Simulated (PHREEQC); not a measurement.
Dissolve 0.024 mol/kgw NH4HF2 and 0.1 mol/kgw H2SiF6 at 70 °C. Closed to the air; pH follows from the charge balance.

Equilibrium calculation in PHREEQC: ion-association model, phreeqc.dat.

| quantity | before | after |
|---|---|---|
| pH | 0.87 | 1.19 |
| ionic strength (mol/kgw) | 0.298 | 0.303 |
| H4SiO4 (mol/kgw) | 0.000679 | 1.74e-8 |
| F- (mol/kgw) | 0.000176 | 0.00168 |
| SI of Chalcedony (SiO2) | -0.04 | -4.62 |

Q: Name the change that produced these shifts.
(A) H2SiF6 from 0.1 to 0.01 mol/kgw
(B) temperature from 70 to 60 °C
(C) NH4HF2 from 0.024 to 0.12 mol/kgw

A: C, NH4HF2 from 0.024 to 0.12 mol/kgw

No solid was allowed to form. Some of these states are supersaturated (in Quartz (slow to form), for instance). Constants without temperature data keep their 25 °C values here. SiF6-2 is the database's only silicon fluoride.
